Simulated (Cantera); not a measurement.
**Diamond growth**

A diamond (100) surface in a fixed gas of H2 with x(CH4) = 0.0023, x(H) = 0.0013, x(CH3) = 0.0013, at 1125 K; coverages are run to steady state.

Cantera simulation using the Harris–Goodwin 1993 mechanism for the reconstructed diamond (100) surface; the numbers are that mechanism's predictions, not measurements.

| P (Pa) | growth (µm/h) | θ c6HH | θ c6H* | θ c6*H | θ c6** | θ c6HM |
|---|---|---|---|---|---|---|
| 530 | 0.406 | 0.492 | 0.0293 | 0.439 | 0.0147 | 0.0123 |
| 810 | 0.771 | 0.488 | 0.0290 | 0.434 | 0.0146 | 0.0182 |
| 1300 | 1.62 | 0.481 | 0.0286 | 0.428 | 0.0143 | 0.0276 |
| 1900 | 2.98 | 0.473 | 0.0281 | 0.420 | 0.0141 | 0.0380 |
| 3000 | 6.22 | 0.461 | 0.0273 | 0.409 | 0.0137 | 0.0541 |
| 4600 | 12.2 | 0.448 | 0.0264 | 0.395 | 0.0132 | 0.0725 |
| 7100 | 23.4 | 0.432 | 0.0254 | 0.380 | 0.0127 | 0.0935 |
| 11000 | 43.8 | 0.416 | 0.0244 | 0.365 | 0.0122 | 0.115 |
θ: site fractions in the mechanism's names (c6HH fully hydrogenated, c6H* and c6*H radical sites, c6** diradical, c6HM methylated).
